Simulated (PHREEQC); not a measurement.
1 kg of water holding 0.31 mol NaCl, 0.042 mol Na2SO4 and 0.0031 mol K2SO4 is evaporated at 90 °C; the solids stay in contact with the brine. The system is closed to CO2. Only these solids could form: Arcanite, Glaserite, Halite, Mirabilite, Misenite, Sylvite, Thenardite.

Equilibrium calculation in PHREEQC: Pitzer model, pitzer.dat.

Predict ionic strength, water activity, Cl in solution (mol/kgw) at water left (kg) = 1, 0.6755, 0.2533, 0.01337.


```
water left (kg)  ionic strength  water activity  Cl in solution (mol/kgw)
---------------  --------------  --------------  ------------------------
1                         0.445           0.988                     0.310
0.6755                    0.659           0.982                     0.459
0.2533                     1.76           0.952                      1.22
0.01337                    7.94           0.729                      6.54
```

Constants without temperature data keep their 25 °C values here.
